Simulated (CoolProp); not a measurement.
Model: reference Helmholtz-energy equation of state, Lemmon 2006, in CoolProp. It is a short technical equation, of lower accuracy than the large ones.

Give the vapour pressure (bar), vapour density (kg/m³), enthalpy of vaporisation (kJ/kg), liquid viscosity (µPa s) of saturated C3F8 (R218) at -89.25 °C.


| T (°C) | p (bar) | vapour density (kg/m³) | enthalpy of vaporisation (kJ/kg) | liquid viscosity (µPa s) |
|---|---|---|---|---|
| -89.25 | 0.0410 | 0.507 | 122 | 1230 |

Viscosity comes from a separate model (Huber 2003), an estimate that may be off by 10 % or more.
